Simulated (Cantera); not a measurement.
Input (Python, Cantera) and output of one run.

```python
import numpy as np
import cantera as ct

gas_names = """
    AL ALH ALO ALOH ALO2 ALO2H AL2 AL2O AL2O2 H HALO HO2 H2 H2O H2O2 O OH O2 O3
""".split()
cond_names = """
    AL(cr) AL(L) AL2O3(a) AL2O3(L) H2O(s) H2O(L)
""".split()


# ... load() reads the species with a 1 bar reference pressure and builds the phases ...
atoms = {
    'Al': {'AL': 1},
    'O2': {'O': 2},
    'H2': {'H': 2},
}
top_T = {}  # K; cautious upper limits of use, not melting points


# ... equilibrate(T, P, feed) seeds the gas with the atoms and calls Mixture.equilibrate('TP', solver="vcs", rtol=1e-11, max_steps=5000) ...
results = []
feed = {'Al': 1, 'O2': 0.24, 'H2': 4.6}  # mol
P = 2000  # Pa
for T in [875, 975, 1075, 1175, 1275, 1375, 1475, 1575, 1675, 1775, 1875, 1975]:
    mix = equilibrate(T, P, feed)
    results.append((T, P, feed, dict(zip(mix.species_names, mix.species_moles))))

top = {s: max(r[3][s] / sum(r[3][g] for g in gas_names) for r in results) for s in gas_names}
cols = sorted((s for s in top if top[s] > 0.0001), key=lambda s: -top[s])[:7]
seen = [c for c in cond_names if any(r[3].get(c, 0) > 1e-12 for r in results)]
print("log10 of partial pressures in bar; condensed amounts in mol")
print(f"{'T/K':>10s}" + "".join(f"{s[:9]:>10s}" for s in cols + seen))
for T, P, feed, n in results:
    ng = sum(n[g] for g in gas_names)
    print(f"{T:10.4g}" + "".join(f"{np.log10(max(n[s] / ng * P / 1e5, 1e-99)):10.3f}" for s in cols)
          + "".join(f"{n.get(c, 0):10.4g}" for c in seen))
```

Result:

```
log10 of partial pressures in bar; condensed amounts in mol
       T/K        H2      AL2O        AL         H       ALH    AL(cr)     AL(L)  AL2O3(a)
       875    -1.699   -14.628   -12.680   -11.149   -11.639      0.68         0      0.16
       975    -1.699   -12.194   -10.715    -9.791   -10.119         0      0.68      0.16
      1075    -1.699   -10.269    -9.155    -8.683    -8.920         0      0.68      0.16
      1175    -1.699    -8.682    -7.864    -7.761    -7.930         0      0.68      0.16
      1275    -1.699    -7.351    -6.780    -6.982    -7.100         0    0.6799      0.16
      1375    -1.699    -6.222    -5.856    -6.315    -6.394         0    0.6794      0.16
      1475    -1.699    -5.252    -5.061    -5.737    -5.786         0    0.6759    0.1596
      1575    -1.701    -4.410    -4.369    -5.232    -5.259         0    0.6569     0.157
      1675    -1.708    -3.674    -3.762    -4.789    -4.800         0    0.5694    0.1434
      1775    -1.736    -3.026    -3.225    -4.406    -4.405         0    0.2075   0.08153
      1875    -1.752    -2.884    -3.073    -4.059    -4.375         0         0   0.04741
      1975    -1.754    -2.901    -3.042    -3.741    -4.449         0         0   0.05108
```

Cantera equilibrium calculation (NASA polynomials, part measured and part estimated; ideal gas, pure solids and liquids). Mutual solubility and eutectic melting of coexisting phases are not modelled. The tables' values for AlOH are old estimates; treat these amounts as uncertain.
